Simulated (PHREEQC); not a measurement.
1 kg of water holding 0.0016 mol CaSO4 and 0.14 mol KCl is evaporated at 25 °C; the solids stay in contact with the brine. No CO2 enters from the air. Only these solids could form: Arcanite, Gypsum, Anhydrite, Misenite, Portlandite, Sylvite, Syngenite.

Computed with PHREEQC (Pitzer model, pitzer.dat).

**Question.** Predict ionic strength, Ca in solution (mol/kgw) at water left (kg) = 0.2082, 0.1711, 0.05275, 0.03564.

**Answer.** 
```tsv
water left (kg)	ionic strength	Ca in solution (mol/kgw)
0.2082	0.703	0.00768
0.1711	0.855	0.00935
0.05275	2.78	0.0303
0.03564	4.11	0.0449
```
